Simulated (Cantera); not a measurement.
A Cantera script and what it prints.

```python
import numpy as np
import cantera as ct

gas_names = """
    B BCL BCL2 BCL3 BN B2 CL CL2 N N2
""".split()
cond_names = """
    B(b) B(L) BN(s)
""".split()


# ... load() reads the species with a 1 bar reference pressure and builds the phases ...
atoms = {
    'BCl3': {'B': 1, 'CL': 3},
    'N2': {'N': 2},
}
top_T = {'BN(s)': 3200}  # K; cautious upper limits of use, not melting points


# ... equilibrate(T, P, feed) seeds the gas with the atoms and calls Mixture.equilibrate('TP', solver="vcs", rtol=1e-11, max_steps=5000) ...
results = []
feed = {'BCl3': 1, 'N2': 1.1}  # mol
T = 1500  # K
P = 1900  # Pa
mix = equilibrate(T, P, feed)
results.append((T, P, feed, dict(zip(mix.species_names, mix.species_moles))))
x = sorted(zip(gas.X, gas.species_names), reverse=True)
print(f"T = {T:g} K  P = {P:g} Pa  gas = {mix.phase_moles(0):.4g} mol")
print("   x: " + "  ".join(f"{s} {v:.3e}" for v, s in x if v > 1e-05))
print("   condensed (mol): " + ("  ".join(f"{mix.phase(i).name} {mix.phase_moles(i):.4g}"
      for i in range(1, mix.n_phases) if mix.phase_moles(i) > 1e-12) or "none"))
```

It prints:

```
T = 1500 K  P = 1900 Pa  gas = 2.102 mol
   x: N2 5.233e-01  BCL3 4.751e-01  CL 1.136e-03  BCL2 4.951e-04  BCL 1.379e-05
   condensed (mol): BN(s) 0.0004399
```

Method: chemical equilibrium by Gibbs-energy minimisation in Cantera with the NASA 1993 tables (ideal gas, pure condensed phases). The tables' values for BCl2, BCl are old estimates; treat these amounts as uncertain.
